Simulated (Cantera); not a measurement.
Ignition delay

Mixture: CH₄ : CO : O₂ : N₂ : H₂O = 1 : 0.074 : 2.12 : 7.98 : 0.72 (molar parts), at 3.75 atm, adiabatic and at constant volume. Ignition delay is the time to a rise of 400 K.

Computed with Cantera and GRI-Mech 3.0 (53 species, 325 reactions).

```
T0 (K)  delay (ms)
------  ----------
1275          5.55
1375          1.72
1475         0.581
1575         0.215
1675        0.0879
1775        0.0402
1875        0.0205
1975        0.0115
2075       0.00691
2175       0.00444
```

```yaml
apparent activation energy between 1975 and 2175 K: 170 kJ/mol
```
